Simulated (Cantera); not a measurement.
Input: 1 mol TEOS, 1.3 mol O₂, 0.17 mol H₂, held at 330 Torr.

Equilibrium computed with Cantera from the NASA thermochemical tables; the gas is ideal and each condensed phase is pure. Candidate condensed phases: C, C₆H₆, C₇H₈, C₈H₁₈, H₂O, Si, SiC, SiO₂; 123 gas species. The feed counts by its element totals alone. The tables hold silica as quartz up to 1696 K and as liquid above; real silica turns to tridymite and cristobalite and melts near 1996 K. The numbers say what is thermodynamically allowed, not how fast it happens.

Problem. At 1002 °C, list the 5 most abundant gas species with their mole fractions, and the condensed phases.

Solution. H₂ 0.686, CO 0.311, CH₄ 0.00192, H₂O 0.00109, CO₂ 0.000298. Condensed: C(graphite) + SiO₂(β-quartz).
